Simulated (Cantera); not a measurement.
Charge: 1 mol Nb, 0.91 mol H2O, 120 mol H2, equilibrated at 1.00 bar.

These are equilibrium values from Cantera (NASA tables, ideal gas, pure condensed phases), not measurements of a reactor. Candidate condensed phases: H2O, Nb, NbO, NbO2, Nb2O5; 12 gas species. Mutual solubility and eutectic melting of coexisting phases are not modelled. NbO: taken at fixed stoichiometry. Condensed phases not in the tables: N, O or C dissolved in the metal. Kinetics and transport are ignored.

x: gas mole fraction; n: condensed amount in mol.

| T (K) | x H2 | x H | x H2O | x NbO2 | x NbO | n Nb(s) | n NbO(s) | n NbO(l) |
|---|---|---|---|---|---|---|---|---|
| 1425 | 1.000 | 6.82e-6 | 3.05e-5 | <1e-12 | <1e-12 | 0.0937 | 0.906 | 0 |
| 1525 | 1.000 | ___ | ___ | ___ | ___ | 0.0991 | 0.901 | 0 |
| 1625 | 1.000 | 7.05e-5 | 0.000165 | 1.12e-10 | 4.09e-11 | 0.110 | 0.890 | 0 |
| 1725 | 0.999 | 0.000186 | 0.000328 | 1.55e-9 | 5.31e-10 | 0.130 | 0.870 | 0 |
| 1825 | 0.999 | 0.000440 | 0.000604 | 1.59e-8 | 5.16e-9 | 0.163 | 0.837 | 0 |
| 1925 | 0.998 | 0.000955 | 0.00104 | 1.27e-7 | 3.93e-8 | 0.216 | 0.784 | 0 |
| 2025 | 0.996 | ___ | ___ | ___ | ___ | ___ | ___ | 0 |
| 2125 | 0.994 | 0.00362 | 0.00261 | 4.38e-6 | 1.26e-6 | 0.406 | 0.593 | 0 |
| 2225 | 0.990 | 0.00644 | 0.00374 | 1.88e-5 | 5.42e-6 | 0.546 | 0 | 0.451 |
| 2325 | 0.985 | 0.0109 | 0.00437 | 5.03e-5 | 1.73e-5 | 0.629 | 0 | 0.363 |
| 2425 | 0.977 | 0.0177 | 0.00503 | 0.000123 | 4.97e-5 | 0.720 | 0 | 0.258 |
| 2525 | 0.966 | 0.0276 | 0.00568 | 0.000280 | 0.000131 | 0.826 | 0 | 0.124 |
| 2625 | 0.952 | 0.0414 | 0.00595 | 0.000525 | 0.000300 | 0.898 | 0 | 0 |

Question: Some entries are withheld; supply them.

Answer: 
- 2025, x H: 0.00192
- 2025, x H2O: 0.00169
- 2025, x NbO2: 8.17e-7
- 2025, x NbO: 2.43e-7
- 2025, n Nb(s): 0.294
- 2025, n NbO(s): 0.706
- 1525, x H: 2.37e-5
- 1525, x H2O: 7.51e-5
- 1525, x NbO2: 5.67e-12
- 1525, x NbO: 2.23e-12
